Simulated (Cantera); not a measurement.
What does this Cantera script print?

```python
import numpy as np
import cantera as ct

gas_names = """
    C CN CO CO2 C2 CCN CNC C2N2 C2O C3 C3O2 C4 C4N2 C5 N NCO NO NO2 NO3 N2 N2O O O2 O3 Si SiC SiC2 SiN
    SiO SiO2 Si2 Si2C Si2N Si3
""".split()
cond_names = """
    C(gr) Si(cr) Si(L) SiC(b) SiO2(Lqz) SiO2(hqz) SiO2(L) Si2N2O(s) Si3N4(a)
""".split()


# ... load() reads the species with a 1 bar reference pressure and builds the phases ...
atoms = {
    'Si': {'Si': 1},
    'CO2': {'C': 1, 'O': 2},
    'N2': {'N': 2},
    'O2': {'O': 2},
}
top_T = {'C(gr)': 4500, 'SiC(b)': 3050, 'Si2N2O(s)': 2100, 'Si3N4(a)': 2400}  # K; cautious upper limits of use, not melting points


# ... equilibrate(T, P, feed) seeds the gas with the atoms and calls Mixture.equilibrate('TP', solver="vcs", rtol=1e-11, max_steps=5000) ...
results = []
T = 1975  # K
P = 34  # Pa
for m in [0.02, 0.036, 0.064, 0.12, 0.21, 0.38, 0.68]:
    feed = {'Si': 1, 'CO2': 0.079, 'N2': 9, 'O2': m}  # mol
    mix = equilibrate(T, P, feed)
    results.append((T, P, feed, dict(zip(mix.species_names, mix.species_moles))))
    x = sorted(zip(gas.X, gas.species_names), reverse=True)
    print(f"T = {T:g} K  P = {P:g} Pa  n(O2) = {m:g} mol  gas = {mix.phase_moles(0):.4g} mol")
    print("   x: " + "  ".join(f"{s} {v:.3e}" for v, s in x if v > 1e-06))
    print("   condensed (mol): " + ("  ".join(f"{mix.phase(i).name} {mix.phase_moles(i):.4g}"
          for i in range(1, mix.n_phases) if mix.phase_moles(i) > 1e-12) or "none"))
```

Result:

```
T = 1975 K  P = 34 Pa  n(O2) = 0.02 mol  gas = 10.02 mol
   x: N2 8.978e-01  Si 7.891e-02  SiO 1.399e-02  CO 5.767e-03  Si2C 1.943e-03  Si2 6.387e-04  Si2N 4.254e-04  SiN 3.813e-04  Si3 1.151e-04  SiC2 1.050e-05  CN 1.254e-06
   condensed (mol): SiC(b) 0.001517
T = 1975 K  P = 34 Pa  n(O2) = 0.036 mol  gas = 10.03 mol
   x: N2 8.969e-01  Si 7.700e-02  SiO 1.671e-02  CO 6.226e-03  Si2C 1.633e-03  Si2 6.082e-04  Si2N 4.049e-04  SiN 3.719e-04  Si3 1.069e-04  SiC2 7.984e-06  CN 1.106e-06
   condensed (mol): none
T = 1975 K  P = 34 Pa  n(O2) = 0.064 mol  gas = 10.04 mol
   x: N2 8.960e-01  Si 7.305e-02  SiO 2.178e-02  CO 6.705e-03  Si2C 1.152e-03  Si2 5.474e-04  Si2N 3.643e-04  SiN 3.526e-04  Si3 9.132e-05  SiC2 4.653e-06
   condensed (mol): none
T = 1975 K  P = 34 Pa  n(O2) = 0.12 mol  gas = 10.06 mol
   x: N2 8.947e-01  Si 6.411e-02  SiO 3.230e-02  CO 7.282e-03  Si2C 5.701e-04  Si2 4.215e-04  SiN 3.092e-04  Si2N 2.803e-04  Si3 6.170e-05  SiC2 1.686e-06
   condensed (mol): none
T = 1975 K  P = 34 Pa  n(O2) = 0.21 mol  gas = 10.07 mol
   x: N2 8.936e-01  SiO 4.972e-02  Si 4.816e-02  CO 7.679e-03  Si2 2.379e-04  SiN 2.321e-04  Si2C 1.655e-04  Si2N 1.581e-04  Si3 2.616e-05
   condensed (mol): none
T = 1975 K  P = 34 Pa  n(O2) = 0.38 mol  gas = 10.08 mol
   x: N2 8.930e-01  SiO 8.325e-02  Si 1.580e-02  CO 7.835e-03  SiN 7.614e-05  Si2 2.561e-05  Si2N 1.701e-05  Si2C 3.563e-06
   condensed (mol): none
T = 1975 K  P = 34 Pa  n(O2) = 0.68 mol  gas = 9.72 mol
   x: N2 9.257e-01  SiO 6.347e-02  CO 5.418e-03  CO2 2.710e-03  O 8.675e-04  O2 8.430e-04  NO 4.906e-04  SiO2 4.855e-04
   condensed (mol): SiO2(L) 0.3784
```

Method: chemical equilibrium by Gibbs-energy minimisation in Cantera with the NASA 1993 tables (ideal gas, pure condensed phases). The tables' values for SiO2, SiN are old estimates; treat these amounts as uncertain. The tables hold silica as quartz up to 1696 K and as liquid above; real silica turns to tridymite and cristobalite and melts near 1996 K.
